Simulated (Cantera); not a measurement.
Feed: 1 mol Al, 330 mol NH3, 61 mol H2, equilibrated at 952 °C and 0.120 bar.

Cantera equilibrium calculation (NASA polynomials, part measured and part estimated; ideal gas, pure solids and liquids). Candidate condensed phases: Al, AlN; 13 gas species. Rates play no part.

Base state: H2 0.772, N2 0.228 (mole fractions); condensed: AlN(s).

Question: What changes in the equilibrium state with this change: NH3 from 330 to 1.2 mol?

Answer: 
```csv
species,before,after
H2,0.772,0.998
N2,0.228,0.00159
"AlN(s), mol",1.00,1.00
```
